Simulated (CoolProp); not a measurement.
A closed Brayton cycle with nitrogen: compressor inlet 315.15 K and 1.6 MPa, high pressure 5.16 MPa, turbine inlet 835 K, compressor efficiency 0.89, turbine efficiency 0.93, recuperator effectiveness 0.8 (on enthalpy, no pinch check). Each further row changes one setting.

Values from CoolProp's reference Helmholtz-energy equation of state, Span 2000.

```tsv
case	thermal efficiency (%)	net work (kJ/kg)	compressor to turbine work	compressor exit (K)	turbine exit (K)
as stated	[?]	87.1	0.63	456.4	625.0
turbine inlet 785 K	29.1	[?]	[?]	456.4	585.9
compressor inlet 325.15 K	[?]	82.3	[?]	[?]	625.0
high pressure 4.39 MPa	32.3	82.3	0.60	[?]	650.7
recuperator effectiveness 0.5	[?]	87.1	0.63	456.4	625.0
```

Complete the blanks.


- as stated, thermal efficiency (%): 31.9
- turbine inlet 785 K, net work (kJ/kg): 72.7
- turbine inlet 785 K, compressor to turbine work: 0.67
- compressor inlet 325.15 K, thermal efficiency (%): 30.5
- compressor inlet 325.15 K, compressor to turbine work: 0.65
- compressor inlet 325.15 K, compressor exit (K): 470.7
- high pressure 4.39 MPa, compressor exit (K): 434.1
- recuperator effectiveness 0.5, thermal efficiency (%): 26.6
